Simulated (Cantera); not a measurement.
# B₂O₃ + H₂ + HCl (boron, boron nitride and boron oxide)

Charge: 1 mol B₂O₃, 4.5 mol H₂, 0.041 mol HCl, at 0.0100 bar.

Method: chemical equilibrium by Gibbs-energy minimisation in Cantera with the NASA 1993 tables (ideal gas, pure condensed phases). Candidate condensed phases: B, B₂O₃, B₃O₃H₃, H₂O; 33 gas species. The tables' values for BOCl are old estimates; treat these amounts as uncertain. Equilibrium is a limit: real reactors are often held back by kinetics, nucleation or transport.

From 773 K to 1673 K the condensed part is B₂O₃(l). From 1823 K to 2423 K nothing is condensed. The main B-bearing gas is BCl₃ at 773 K and B₂O₃ at 2423 K.

```json
[
 {"T (K)": "773", "x H₂": "0.991", "x H": "9.03e-12", "x B₂O₃": "<1e-12", "x BO": "<1e-12", "x HBO₂": "1.46e-10", "x HBO": "1.39e-10", "x H₂O": "8.15e-8", "x B₂O₂": "<1e-12", "n B₂O₃(l)": "1.00"},
 {"T (K)": "923", "x H₂": "0.991", "x H": "2.44e-9", "x B₂O₃": "6.09e-12", "x BO": "<1e-12", "x HBO₂": "3.47e-8", "x HBO": "9.09e-8", "x H₂O": "5.86e-7", "x B₂O₂": "<1e-12", "n B₂O₃(l)": "1.000"},
 {"T (K)": "1073", "x H₂": "0.991", "x H": "1.39e-7", "x B₂O₃": "8.62e-9", "x BO": "5.45e-11", "x HBO₂": "2.31e-6", "x HBO": "6.66e-6", "x H₂O": "4.53e-6", "x B₂O₂": "1.72e-9", "n B₂O₃(l)": "1.000"},
 {"T (K)": "1223", "x H₂": "0.991", "x H": "2.99e-6", "x B₂O₃": "1.92e-6", "x BO": "1.61e-8", "x HBO₂": "6.74e-5", "x HBO": "0.000127", "x H₂O": "3.46e-5", "x B₂O₂": "3.08e-7", "n B₂O₃(l)": "1.000"},
 {"T (K)": "1373", "x H₂": "0.988", "x H": "3.31e-5", "x B₂O₃": "0.000125", "x BO": "1.30e-6", "x HBO₂": "0.000929", "x HBO": "0.00122", "x H₂O": "0.000174", "x B₂O₂": "1.63e-5", "n B₂O₃(l)": "0.994"},
 {"T (K)": "1523", "x H₂": "0.972", "x H": "0.000228", "x B₂O₃": "0.00345", "x BO": "4.40e-5", "x HBO₂": "0.00720", "x HBO": "0.00744", "x H₂O": "0.000591", "x B₂O₂": "0.000400", "n B₂O₃(l)": "0.948"},
 {"T (K)": "1673", "x H₂": "0.866", "x H": "0.00106", "x B₂O₃": "0.0508", "x BO": "0.000749", "x HBO₂": "0.0375", "x HBO": "0.0296", "x H₂O": "0.00156", "x B₂O₂": "0.00497", "n B₂O₃(l)": "0.551"},
 {"T (K)": "1823", "x H₂": "0.748", "x H": "0.00375", "x B₂O₃": "0.111", "x BO": "0.00404", "x HBO₂": "0.0658", "x HBO": "0.0464", "x H₂O": "0.00300", "x B₂O₂": "0.0105", "n B₂O₃(l)": "0"},
 {"T (K)": "1973", "x H₂": "0.730", "x H": "0.0115", "x B₂O₃": "0.100", "x BO": "0.0120", "x HBO₂": "0.0727", "x HBO": "0.0509", "x H₂O": "0.00527", "x B₂O₂": "0.0101", "n B₂O₃(l)": "0"},
 {"T (K)": "2123", "x H₂": "0.700", "x H": "0.0300", "x B₂O₃": "0.0870", "x BO": "0.0285", "x HBO₂": "0.0787", "x HBO": "0.0511", "x H₂O": "0.00894", "x B₂O₂": "0.00856", "n B₂O₃(l)": "0"},
 {"T (K)": "2273", "x H₂": "0.649", "x H": "0.0677", "x B₂O₃": "0.0701", "x BO": "0.0551", "x HBO₂": "0.0824", "x HBO": "0.0461", "x H₂O": "0.0148", "x B₂O₂": "0.00624", "n B₂O₃(l)": "0"},
 {"T (K)": "2423", "x H₂": "0.570", "x H": "0.134", "x B₂O₃": "0.0508", "x BO": "0.0885", "x HBO₂": "0.0804", "x HBO": "0.0369", "x H₂O": "0.0232", "x B₂O₂": "0.00386", "n B₂O₃(l)": "0"}
]
```
x: gas mole fraction; n: condensed amount in mol.
